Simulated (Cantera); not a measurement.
Source: NASA polynomial tables (part measured, part estimated), evaluated in Cantera. Values are per mole of reaction as written; species without (g) are pure solids or liquids, kept so even where they would boil at 1 bar.

Between 2648 and 2948 K, where is each reaction favourable under standard conditions?
- Ta + 2 OH(g) ⇌ H2(g) + TaO2(g)


- Ta + 2 OH(g) ⇌ H2(g) + TaO2(g): ΔG° is -264 kJ at 2648 K and -260 kJ at 2948 K; it stays negative (K > 1). ΔH° is -301 kJ and ΔS° -14 J/K at 2948 K.
